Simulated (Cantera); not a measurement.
Charge: 1 mol Si, 0.5 mol Cl2, 3.6 mol H2, at 40000 Pa.

Equilibrium computed with Cantera from the NASA thermochemical tables; the gas is ideal and each condensed phase is pure. Candidate condensed phases: Si; 19 gas species. The tables' values for SiCl3 are old estimates; treat these amounts as uncertain. Equilibrium is a limit: real reactors are often held back by kinetics, nucleation or transport.

x: gas mole fraction; n: condensed amount in mol.

```csv
T (°C),x H2,x HCl,x SiCl4,x SiHCl3,x SiCl2,n Si(s)
675,0.922,0.00747,0.0440,0.0245,9.21e-5,0.731
725,0.919,(withheld),0.0432,0.0237,(withheld),0.735
775,0.915,(withheld),0.0418,0.0227,(withheld),0.740
825,0.910,0.0245,0.0398,0.0215,0.00134,0.746
875,0.902,0.0335,0.0370,0.0200,0.00273,0.752
925,0.894,0.0441,0.0332,0.0181,0.00512,0.758
975,0.884,0.0559,0.0286,0.0159,0.00888,0.764
1025,0.872,0.0683,0.0232,0.0134,0.0142,0.767
```

Task: Fill in the missing entries.

Result: 
- 725, x HCl: 0.0116
- 725, x SiCl2: 0.000249
- 775, x HCl: 0.0172
- 775, x SiCl2: 0.000605
